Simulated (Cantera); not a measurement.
Cantera run:

```python
import numpy as np
import cantera as ct

gas_names = [...]  # 131 gases of nasa_gas.yaml made of C, H, O
cond_names = """
    C(gr) C6H6(L) C7H8(L) C8H18(L),n-octa H2O(s) H2O(L)
""".split()


# ... load() reads the species with a 1 bar reference pressure and builds the phases ...
atoms = {
    'CO': {'C': 1, 'O': 1},
    'O2': {'O': 2},
    'H2': {'H': 2},
    'H2O': {'H': 2, 'O': 1},
}
top_T = {'C(gr)': 4500}  # K; cautious upper limits of use, not melting points


# ... equilibrate(T, P, feed) seeds the gas with the atoms and calls Mixture.equilibrate('TP', solver="vcs", rtol=1e-11, max_steps=5000) ...
results = []
feed = {'CO': 1, 'O2': 0.012, 'H2': 2, 'H2O': 0.64}  # mol
P = 1000  # Pa
for T in [2000, 2250, 2500, 2750, 3000, 3250, 3500, 3750, 4000, 4250, 4500, 4750, 5000]:
    mix = equilibrate(T, P, feed)
    results.append((T, P, feed, dict(zip(mix.species_names, mix.species_moles))))
    x = sorted(zip(gas.X, gas.species_names), reverse=True)
    print(f"T = {T:g} K  P = {P:g} Pa  gas = {mix.phase_moles(0):.4g} mol")
    print("   x: " + "  ".join(f"{s} {v:.3e}" for v, s in x if v > 1e-06))
    print("   condensed (mol): " + ("  ".join(f"{mix.phase(i).name} {mix.phase_moles(i):.4g}"
          for i in range(1, mix.n_phases) if mix.phase_moles(i) > 1e-12) or "none"))
```

Result:

```
T = 2000 K  P = 1000 Pa  gas = 3.663 mol
   x: H2 5.503e-01  CO 2.563e-01  H2O 1.642e-01  CO2 1.669e-02  H 1.206e-02  OH 3.595e-04  O 5.761e-06
   condensed (mol): none
T = 2250 K  P = 1000 Pa  gas = 3.745 mol
   x: H2 5.167e-01  CO 2.526e-01  H2O 1.602e-01  H 5.339e-02  CO2 1.438e-02  OH 2.486e-03  O 1.771e-04  O2 2.305e-05
   condensed (mol): none
T = 2500 K  P = 1000 Pa  gas = 4.006 mol
   x: H2 4.320e-01  CO 2.373e-01  H 1.653e-01  H2O 1.389e-01  CO2 1.231e-02  OH 1.101e-02  O 2.772e-03  O2 3.658e-04
   condensed (mol): none
T = 2750 K  P = 1000 Pa  gas = 4.676 mol
   x: H 3.670e-01  H2 2.879e-01  CO 2.056e-01  H2O 7.958e-02  OH 2.725e-02  O 2.199e-02  CO2 8.298e-03  O2 2.447e-03
   condensed (mol): none
T = 3000 K  P = 1000 Pa  gas = 5.783 mol
   x: H 5.823e-01  CO 1.700e-01  H2 1.360e-01  O 6.399e-02  OH 2.439e-02  H2O 1.715e-02  O2 3.194e-03  CO2 2.896e-03
   condensed (mol): none
T = 3250 K  P = 1000 Pa  gas = 6.534 mol
   x: H 6.997e-01  CO 1.523e-01  O 8.692e-02  H2 4.751e-02  OH 9.897e-03  H2O 1.695e-03  O2 1.209e-03  CO2 6.898e-04
   condensed (mol): none
T = 3500 K  P = 1000 Pa  gas = 6.808 mol
   x: H 7.404e-01  CO 1.467e-01  O 9.309e-02  H2 1.572e-02  OH 3.392e-03  O2 3.565e-04  CO2 1.763e-04  H2O 1.564e-04
   condensed (mol): none
T = 3750 K  P = 1000 Pa  gas = 6.895 mol
   x: H 7.532e-01  CO 1.450e-01  O 9.476e-02  H2 5.645e-03  OH 1.243e-03  O2 1.137e-04  CO2 5.303e-05  H2O 1.781e-05  C 2.304e-06
   condensed (mol): none
T = 4000 K  P = 1000 Pa  gas = 6.925 mol
   x: H 7.575e-01  CO 1.444e-01  O 9.530e-02  H2 2.258e-03  OH 5.057e-04  O2 4.100e-05  C 2.074e-05  CO2 1.851e-05  H2O 2.580e-06
   condensed (mol): none
T = 4250 K  P = 1000 Pa  gas = 6.936 mol
   x: H 7.590e-01  CO 1.440e-01  O 9.560e-02  H2 9.990e-04  OH 2.272e-04  C 1.449e-04  O2 1.660e-05  CO2 7.322e-06  Electron 1.848e-06  H+ 1.202e-06
   condensed (mol): none
T = 4500 K  P = 1000 Pa  gas = 6.945 mol
   x: H 7.591e-01  CO 1.432e-01  O 9.628e-02  C 8.116e-04  H2 4.820e-04  OH 1.117e-04  O2 7.492e-06  Electron 6.282e-06  CO2 3.217e-06  H+ 3.211e-06  C+ 1.856e-06
   condensed (mol): none
T = 4750 K  P = 1000 Pa  gas = 6.968 mol
   x: H 7.572e-01  CO 1.399e-01  O 9.890e-02  C 3.656e-03  H2 2.496e-04  OH 6.020e-05  Electron 2.186e-05  C+ 1.264e-05  H+ 6.674e-06  O2 3.830e-06  CO+ 1.739e-06  CO2 1.548e-06
   condensed (mol): none
T = 5000 K  P = 1000 Pa  gas = 7.033 mol
   x: H 7.504e-01  CO 1.294e-01  O 1.071e-01  C 1.269e-02  H2 1.361e-04  Electron 7.412e-05  C+ 5.796e-05  OH 3.620e-05  H+ 1.167e-05  CO+ 2.995e-06  O2 2.340e-06  O+ 1.442e-06  C2 1.074e-06
   condensed (mol): none
```

Equilibrium computed with Cantera from the NASA thermochemical tables; the gas is ideal and each condensed phase is pure.
